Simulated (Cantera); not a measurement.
Adiabatic ignition

An adiabatic, constant-volume homogeneous reactor starts with C3H8 : O2 : N2 = 1 : 10 : 37.6 (molar parts), at 1525 K and 40000 Pa.

Model: GRI-Mech 3.0 (53 species, 325 reactions), integrated in Cantera. GRI-Mech 3.0 was tuned for natural gas; its chemistry of propane as a main component is partial and can be far from experiment.

```csv
t (s),T (K),P (bar),x C3H8,x O2,x NO,x H2O2,x HCO,x NO2
1.00e-6,1524,0.400,0.0205,0.206,<1e-12,2.20e-9,1.20e-11,<1e-12
2.28e-6,1524,0.400,0.0205,0.206,<1e-12,2.33e-8,3.65e-10,<1e-12
5.18e-6,1522,0.399,0.0203,0.206,<1e-12,2.33e-7,5.52e-9,<1e-12
1.18e-5,1518,0.399,0.0197,0.205,1.28e-12,1.80e-6,5.78e-8,<1e-12
2.68e-5,1514,0.398,0.0179,0.204,1.90e-11,5.08e-6,6.53e-7,<1e-12
6.11e-5,1529,0.406,0.0117,0.198,3.66e-10,9.47e-6,7.80e-6,4.23e-12
0.000139,2206,0.615,<1e-12,0.100,1.65e-5,9.45e-8,1.62e-8,2.95e-9
0.000316,2375,0.655,<1e-12,0.0978,0.000182,7.65e-8,7.19e-9,4.35e-8
0.000720,2537,0.693,<1e-12,0.0980,0.000862,1.08e-7,3.01e-9,3.32e-7
0.00164,2592,0.705,<1e-12,0.0973,0.00272,1.51e-7,2.18e-9,1.25e-6
0.00373,2588,0.704,<1e-12,0.0956,0.00637,1.51e-7,2.08e-9,2.92e-6
0.00848,2581,0.702,<1e-12,0.0931,0.0117,1.47e-7,1.98e-9,5.31e-6
0.0193,2575,0.700,<1e-12,0.0912,0.0157,1.44e-7,1.90e-9,7.13e-6
0.0439,2574,0.699,<1e-12,0.0908,0.0166,1.44e-7,1.89e-9,7.53e-6
0.100,2574,0.699,<1e-12,0.0908,0.0167,1.44e-7,1.89e-9,7.54e-6
```
x: mole fraction; the columns are a selection and need not sum to one.

```json
{
 "time_of_steepest_temperature_rise": "0.104 ms",
 "temperature at 0.100 s": "2574 K",
 "equilibrium_temperature": "2574 K",
 "x(C3H8) at 0.100 s": "<1e-12 (gas-phase equilibrium <1e-12)",
 "x(O2) at 0.100 s": "0.0908 (gas-phase equilibrium 0.0908)",
 "x(NO) at 0.100 s": "0.0167 (gas-phase equilibrium 0.0167)"
}
```
